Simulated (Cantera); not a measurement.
A jet of 1.44 % CH4, 11.0 % O2, 87.6 % N2 at 300 K and 35.3 Torr hits a platinum plate 6.7 cm away at a mass flux of 0.13 kg/m²/s; the plate temperature is set and raised in steps from an oxygen-covered start.

Detailed kinetics in Cantera: Deutschmann's 1995 Pt surface mechanism with GRI-Mech 3.0 gas chemistry. Catalytic surfaces can have several steady states; this one follows from the mechanism file's or the stated starting coverage.

x: mole fraction at the wall; θ: surface coverage.

```json
[
 {"plate T (K)": "850", "wall x CH4": "0.0125", "wall x O2": "0.106", "wall x H2O": "0.00349", "wall x OH": "<1e-8", "wall x CO": "[?]", "wall x CO2": "0.00228", "θ free Pt": "0.169", "θ O*": "0.830"},
 {"plate T (K)": "900", "wall x CH4": "0.0110", "wall x O2": "0.102", "wall x H2O": "0.00638", "wall x OH": "2.06e-8", "wall x CO": "[?]", "wall x CO2": "0.00416", "θ free Pt": "0.236", "θ O*": "0.763"},
 {"plate T (K)": "950", "wall x CH4": "0.00928", "wall x O2": "0.0989", "wall x H2O": "0.00955", "wall x OH": "6.93e-8", "wall x CO": "[?]", "wall x CO2": "0.00625", "θ free Pt": "0.308", "θ O*": "0.692"},
 {"plate T (K)": "1000", "wall x CH4": "0.00769", "wall x O2": "0.0955", "wall x H2O": "0.0125", "wall x OH": "1.96e-7", "wall x CO": "[?]", "wall x CO2": "0.00818", "θ free Pt": "0.380", "θ O*": "0.619"},
 {"plate T (K)": "1050", "wall x CH4": "0.00636", "wall x O2": "0.0927", "wall x H2O": "0.0149", "wall x OH": "4.86e-7", "wall x CO": "[?]", "wall x CO2": "0.00977", "θ free Pt": "0.452", "θ O*": "0.548"},
 {"plate T (K)": "1100", "wall x CH4": "0.00532", "wall x O2": "0.0905", "wall x H2O": "0.0168", "wall x OH": "1.08e-6", "wall x CO": "[?]", "wall x CO2": "0.0110", "θ free Pt": "0.520", "θ O*": "0.479"}
]
```

Fill in the missing entries.


- 850, wall x CO: 3.64e-6
- 900, wall x CO: 4.58e-6
- 950, wall x CO: 5.34e-6
- 1000, wall x CO: 6.03e-6
- 1050, wall x CO: 6.69e-6
- 1100, wall x CO: 7.43e-6
